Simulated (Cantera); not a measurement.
**Counterflow diffusion flame**

A counterflow diffusion flame at 1580 Torr, nozzles 20 mm apart: fuel side 94.6 % CH4, 5.39 % H2 at 600 K, oxidiser side 20.0 % O2, 80.0 % N2 at 375 K, fuel mass flux 0.65 times the oxidiser's; mixture-averaged transport, no radiation.

Model: GRI-Mech 3.0 (53 species, 325 reactions), integrated in Cantera. GRI-Mech 3.0 has no aromatics or soot, which form on the fuel side of real flames. The maximum strain rate includes the flame's own expansion and is several times the mean.

| oxidiser flux (kg/m²/s) | max strain (1/s) | mean strain (1/s) | T max (K) | peak x OH | peak x H | peak x NO | peak x CO | peak x C2H2 |
|---|---|---|---|---|---|---|---|---|
| 1.3 | 427 | 99.2 | 2088 | 0.00630 | 0.00280 | 0.000198 | 0.0416 | 0.0107 |
| 1.6 | 524 | 122 | 2078 | 0.00627 | 0.00287 | 0.000184 | 0.0413 | 0.0100 |
| 2 | 650 | 153 | 2068 | 0.00625 | 0.00295 | 0.000169 | 0.0412 | 0.00935 |
| 2.6 | 834 | 198 | 2056 | 0.00619 | 0.00304 | 0.000150 | 0.0412 | 0.00859 |
| 3.2 | 1010 | 244 | 2045 | 0.00612 | 0.00310 | 0.000134 | 0.0413 | 0.00799 |
| 4.1 | 1270 | 313 | 2029 | 0.00596 | 0.00313 | 0.000113 | 0.0414 | 0.00723 |
| 5.2 | 1580 | 397 | 2010 | 0.00573 | 0.00313 | 9.21e-5 | 0.0415 | 0.00642 |
| 6.5 | 1930 | 496 | 1988 | 0.00542 | 0.00307 | 7.16e-5 | 0.0417 | 0.00556 |
| 8.3 | 2410 | 633 | 1955 | 0.00492 | 0.00290 | 4.87e-5 | 0.0421 | 0.00449 |
x: mole fraction; the columns are a selection and need not sum to one.
